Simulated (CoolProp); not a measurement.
Vapour pressure (MPa) of water: the reference equation beside estimates from Tc = 647.1 K, pc = 22.06 MPa, ω = 0.344. Clausius-Clapeyron is anchored at 491.5 K with a constant enthalpy of vaporisation of 33.59 kJ/mol.

The numbers come from the reference Helmholtz-energy equation of state, Wagner 2002 in CoolProp.

| T (K) | reference | Clausius-Clapeyron | Redlich-Kwong | Peng-Robinson |
|---|---|---|---|---|
| 460.8 | 1.192 | 1.300 | 2.226 | 1.192 |
| 471 | 1.486 | 1.571 | 2.660 | 1.491 |
| 481.3 | 1.838 | 1.888 | 3.155 | 1.848 |
| 491.5 | 2.247 | 2.247 | 3.707 | 2.265 |
| 501.8 | 2.729 | 2.660 | 4.330 | 2.754 |
| 512 | 3.280 | 3.123 | 5.014 | 3.316 |
| 522.3 | 3.919 | 3.649 | 5.779 | 3.967 |
| 532.5 | 4.643 | 4.232 | 6.611 | 4.705 |
| 542.8 | 5.473 | 4.887 | 7.530 | 5.550 |

Absolute difference from the reference over all 9 rows, mean and median: Clausius-Clapeyron 5.7 and 5.7 %, Redlich-Kwong 60.1 and 58.7 %, Peng-Robinson 0.9 and 0.9 %.
